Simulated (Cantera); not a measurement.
Feed: 1 mol BF3, 5.1 mol NH3, 0.87 mol N2, at 823.15 K and 82.5 Torr.

These are equilibrium values from Cantera (NASA tables, ideal gas, pure condensed phases), not measurements of a reactor. Candidate condensed phases: B, BN; 31 gas species. Equilibrium is a limit: real reactors are often held back by kinetics, nucleation or transport.

Base state: H2 0.630, N2 0.282, BF3 0.0806, HF 0.00682, NH3 6.96e-5 (mole fractions); condensed: BN(s).

### Question
What changes in the equilibrium state with this change: temperature from 823.15 K to 1848 K?

### Answer
| species | before | after |
|---|---|---|
| H2 | 0.630 | 0.608 |
| N2 | 0.282 | 0.279 |
| BF3 | 0.0806 | 0.0586 |
| HF | 0.00682 | 0.0346 |
| BF2 | <1e-9 | 0.0118 |
| BF | <1e-9 | 0.00231 |
| H | <1e-9 | 0.00125 |
| BHF2 | 1.65e-6 | 0.00492 |
| NH3 | 6.96e-5 | 7.29e-7 |
| BN(s), mol | 0.0274 | 0.0537 |
The tables' values for BF2 are old estimates; treat these amounts as uncertain.

### Question
What changes in the equilibrium state with this change: 0.086 mol H2O added?

### Answer
```tsv
species	before	after
H2	0.630	0.628
N2	0.282	0.281
BF3	0.0806	0.0775
H2O	0	0.00244
HF	0.00682	0.00925
B3O3F3	0	0.00154
NH3	6.96e-5	6.91e-5
BN(s), mol	0.0274	0
```
Further candidate phases: B2O3, B3O3H3, H2O.
